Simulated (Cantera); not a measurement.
# Equilibrium for fluorocarbon and chlorocarbon gases: CCl₄ + F₂

Feed: 1 mol CCl₄, 0.67 mol F₂.

These are equilibrium values from Cantera (NASA tables, ideal gas, pure condensed phases), not measurements of a reactor. Candidate condensed phases: C; 27 gas species. Rates play no part.

Problem. Map the stable condensed phases over T = 3025, 3050, 3075, 3100, 3125, 3150, 3175, 3200, 3225, 3250, 3275 K and P in Pa = 1, 3.2, 10, 32, 100, 320, 1000, 3200, 10000, 32000, 100000.

Solution. 
```
T in K \ P in Pa
              1    3.2     10     32    100    320   1000   3200  10000  32000 100000
   3275       A      A      A      A      A      A      A      A      A      B      B
   3250       A      A      A      A      A      A      A      A      B      B      B
   3225       A      A      A      A      A      A      A      A      B      B      B
   3200       A      A      A      A      A      A      A      A      B      B      B
   3175       A      A      A      A      A      A      A      A      B      B      B
   3150       A      A      A      A      A      A      A      A      B      B      B
   3125       A      A      A      A      A      A      A      B      B      B      B
   3100       A      A      A      A      A      A      A      B      B      B      B
   3075       A      A      A      A      A      A      A      B      B      B      B
   3050       A      A      A      A      A      A      A      B      B      B      B
   3025       A      A      A      A      A      A      B      B      B      B      B
```
A: gas only; B: C.
